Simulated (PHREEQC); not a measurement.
Solution (53 °C): 0.079 mol KNO3 per kg of water. Closed to the air; pH follows from the charge balance.

The numbers come from PHREEQC with the ion-association model, phreeqc.dat.

```tsv
quantity	before	after
pH	6.58	9.76
ionic strength (mol/kgw)	0.0790	0.0811
```

Question: What was changed between the two runs?
(A) temperature from 53 to 35 °C
(B) 0.00088 mol/kgw Na2CO3 added
(C) 0.033 mol/kgw Na2SO4 added
(D) KNO3 from 0.079 to 0.0869 mol/kgw
(E) 0.081 mol/kgw Sr(NO3)2 added

Answer: B, 0.00088 mol/kgw Na2CO3 added

This is a speciation only: nothing precipitates in the calculation. At this temperature some constants are extrapolated from 25 °C, and those without enthalpy data are left unchanged.
